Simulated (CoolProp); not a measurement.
Vapour-liquid equilibrium of ethane (1) + n-perfluorobutane (2) at 278 kPa; x and y are mole fractions of (1).

Model: multi-fluid Helmholtz-energy mixture model, Bücker 2006 and Gao 2022; pair parameters Bell 2016, in CoolProp.

### Question
Give the bubble temperature and the first vapour's composition at x = 0.35, 0.45, 0.85. Is there an azeotrope?

### Answer
x = 0.35: 214.9 K, y = 0.985; x = 0.45: 212.5 K, y = 0.987; x = 0.85: 208.6 K, y = 0.993. No azeotrope shows between x = 0.05 and 0.95.

Pair parameters are fitted to limited data, so mixtures are less certain than the pure fluids. With so large a gap from Raoult's law the liquid may split in two, which this calculation doesn't test in full.
